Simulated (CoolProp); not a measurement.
Properties of R1234ze(E) along the isobar 101 kPa.

Computed with CoolProp (reference Helmholtz-energy equation of state, Thol 2016).

| T (K) | phase | Z | cp (kJ/(kg K)) | cv (kJ/(kg K)) | isothermal compressibility (1/MPa) | expansivity (1/kK) |
|---|---|---|---|---|---|---|
| 215 | liquid | 0.004615 | 1.233 | 0.8397 | 0.001284 | 1.810 |
| 223.6 | liquid | 0.004508 | 1.241 | 0.8455 | 0.001425 | 1.861 |
| 232.1 | liquid | 0.004413 | 1.250 | 0.8517 | 0.001587 | 1.919 |
| 240.6 | liquid | 0.004329 | 1.261 | 0.8585 | 0.001775 | 1.987 |
| 249.2 | liquid | 0.004253 | 1.274 | 0.8658 | 0.001999 | 2.069 |
| 257.7 | gas | 0.9604 | 0.8339 | 0.7454 | 10.33 | 4.455 |
| 266.2 | gas | 0.9647 | 0.8454 | 0.7587 | 10.28 | 4.248 |
| 274.8 | gas | 0.9685 | 0.8570 | 0.7720 | 10.23 | 4.061 |
| 283.3 | gas | 0.9717 | 0.8686 | 0.7849 | 10.20 | 3.894 |
| 291.8 | gas | 0.9746 | 0.8802 | 0.7976 | 10.17 | 3.743 |
| 300.3 | gas | 0.9770 | 0.8919 | 0.8103 | 10.14 | 3.606 |
| 308.9 | gas | 0.9792 | 0.9037 | 0.8231 | 10.12 | 3.479 |
| 317.4 | gas | 0.9811 | 0.9156 | 0.8356 | 10.10 | 3.363 |
